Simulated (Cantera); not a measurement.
# Thermodynamics of fluorocarbon and chlorocarbon gases, feed CH₃F + CH₄

Input: 1 mol CH₃F, 0.054 mol CH₄, equilibrated at 1998 K and 13.3 mbar.

Cantera equilibrium calculation (NASA polynomials, part measured and part estimated; ideal gas, pure solids and liquids). Candidate condensed phases: C, C₆H₆, C₇H₈, C₈H₁₈; 95 gas species. Rates play no part.

```yaml
x(H₂): 0.518
x(HF): 0.472
x(H): 0.01000
x(C₂H₂ (acetylene)): 0.000392
x(F): 3.72e-6
x(CH₄): 1.52e-6
n(C(graphite)): 1.05 mol
gas_amount: 2.119 mol
```
